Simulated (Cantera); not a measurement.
Input: 1 mol Al₂O₃, 1.1 mol Cl₂, at 0.910 bar.

Equilibrium computed with Cantera from the NASA thermochemical tables; the gas is ideal and each condensed phase is pure. Candidate condensed phases: Al, AlCl₃, Al₂O₃; 17 gas species. Equilibrium is a limit: real reactors are often held back by kinetics, nucleation or transport.

x: gas mole fraction; n: condensed amount in mol.

```
T (K)  x Cl₂     x Cl   x AlCl₃      x O₂    x ClO  n Al₂O₃(s)
-----  -----  -------  --------  --------  -------  ----------
1098   0.998  0.00155  0.000217  0.000162  9.16e-7       1.000
1123   0.997  0.00210  0.000305  0.000228  1.39e-6       1.000
1148   0.996        ?         ?         ?        ?       1.000
1173   0.995  0.00370  0.000581  0.000434  3.06e-6       1.000
1198   0.994  0.00484  0.000784  0.000586  4.41e-6       1.000
1223   0.992  0.00625   0.00105  0.000781  6.27e-6       0.999
1248   0.990        ?         ?         ?        ?       0.999
1273   0.987   0.0101   0.00179   0.00134  1.21e-5       0.999
1298   0.983   0.0127   0.00230   0.00172  1.65e-5       0.999
1323   0.979   0.0157   0.00293   0.00219  2.23e-5       0.998
1348   0.974   0.0194   0.00370   0.00276  2.96e-5       0.998
1373   0.968   0.0237   0.00462   0.00344  3.89e-5       0.997
1398   0.961   0.0288   0.00571   0.00426  5.06e-5       0.997
1423   0.953   0.0346   0.00700   0.00521  6.50e-5       0.996
```

### Question
Fill in the missing entries.

### Answer

- 1148, x Cl: 0.00280
- 1148, x AlCl₃: 0.000424
- 1148, x O₂: 0.000317
- 1148, x ClO: 2.08e-6
- 1248, x Cl: 0.00798
- 1248, x AlCl₃: 0.00138
- 1248, x O₂: 0.00103
- 1248, x ClO: 8.78e-6
